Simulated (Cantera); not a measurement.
Feed: 1 mol Ti(OiPr)4, 4.5 mol O2, 3.6 mol H2O, equilibrated at 1875 K and 1330 Pa.

These are equilibrium values from Cantera (NASA tables, ideal gas, pure condensed phases), not measurements of a reactor. Candidate condensed phases: C, C6H6, C7H8, C8H18, H2O, Ti, TiC, TiO, TiO2, Ti2O3, Ti3O5, Ti4O7; 113 gas species. The feed counts by its element totals alone. Mutual solubility and eutectic melting of coexisting phases are not modelled. Condensed phases not in the tables: Magnéli phases beyond Ti4O7. Equilibrium is a limit: real reactors are often held back by kinetics, nucleation or transport.

Base state: H2 0.514, CO 0.390, H2O 0.0778, CO2 0.0144, H 0.00407, OH 4.80e-5 (mole fractions); condensed: TiO2(rutile) + Ti4O7(s).

Q: What changes in the equilibrium state with this change: Ti(OiPr)4 replaced by TiCl4?

A: 
| species | before | after |
|---|---|---|
| O2 | 1.91e-8 | 0.414 |
| HCl | 0 | 0.307 |
| H2O | 0.0778 | 0.192 |
| H2 | 0.514 | 0.000273 |
| CO | 0.390 | 0 |
| Cl | 0 | 0.0798 |
| CO2 | 0.0144 | 0 |
| Cl2 | 0 | 0.000432 |
| ClO | 0 | 9.88e-5 |
| TiO2(rutile), mol | 0.459 | 1.000 |
| Ti4O7(s), mol | 0.135 | 0 |
Further candidate phases: TiCl2, TiCl3, TiCl4.
